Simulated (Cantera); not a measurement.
## Adiabatic ignition

An adiabatic, constant-pressure homogeneous reactor starts with 9.07 % C2H4, 17.0 % O2, 63.9 % N2, 9.97 % H2O, at 1575 K and 2.66 atm.

Model: GRI-Mech 3.0 (53 species, 325 reactions), integrated in Cantera. GRI-Mech 3.0 was tuned for natural gas; its chemistry of ethylene as a main component is partial and can be far from experiment.

```tsv
t (s)	T (K)	x C2H4	x O2	x H2O	x CO	x HCN
3.00e-6	1575	0.0906	0.170	0.0997	1.12e-5	<1e-12
1.11e-5	2664	2.99e-7	0.00916	0.170	0.135	5.41e-5
4.13e-5	2786	<1e-12	0.00233	0.167	0.118	5.57e-9
0.000153	2836	<1e-12	0.00160	0.172	0.118	1.86e-8
0.000569	2833	<1e-12	0.00149	0.171	0.119	3.80e-8
0.00211	2830	<1e-12	0.00144	0.171	0.119	5.09e-8
0.00783	2830	<1e-12	0.00144	0.171	0.119	5.11e-8
0.0291	2830	<1e-12	0.00144	0.171	0.119	5.11e-8
0.108	2830	<1e-12	0.00144	0.171	0.119	5.11e-8
0.400	2830	<1e-12	0.00144	0.171	0.119	5.11e-8
```
x: mole fraction; the columns are a selection and need not sum to one.

```json
{
 "time_of_steepest_temperature_rise": "9.39 µs",
 "temperature at 0.400 s": "2830 K",
 "equilibrium_temperature": "2830 K",
 "x(C2H4) at 0.400 s": "<1e-12 (gas-phase equilibrium <1e-12)",
 "x(O2) at 0.400 s": "0.00144 (gas-phase equilibrium 0.00144)",
 "x(H2O) at 0.400 s": "0.171 (gas-phase equilibrium 0.171)"
}
```
